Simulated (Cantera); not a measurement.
A freely propagating, adiabatic, planar premixed flame of H₂ : O₂ : N₂ = 1 : 0.769 : 2.89 (molar parts), equivalence ratio 0.65, unburnt at 673 K and 0.132 atm; multicomponent+Soret transport, grid criteria slope 0.08 and curve 0.16, no radiation.

Cantera simulation using the H2/O2 subset of GRI-Mech 3.0, which has no nitrogen chemistry; the numbers are that mechanism's predictions, not measurements. Burning velocities carry a grid error of a few per cent, more on coarse grids. Lean hydrogen flames are cellular in practice and burn faster than this planar one.

Q: Predict: laminar burning velocity; thermal thickness; peak x(O); peak x(HO₂); peak x(OH); peak x(H).

A: 
* **laminar burning velocity**: 589 cm/s
* **thermal thickness**: 6.97 mm
* **peak x(O)**: 0.0187
* **peak x(HO₂)**: 4.10e-5
* **peak x(OH)**: 0.0153
* **peak x(H)**: 0.0557
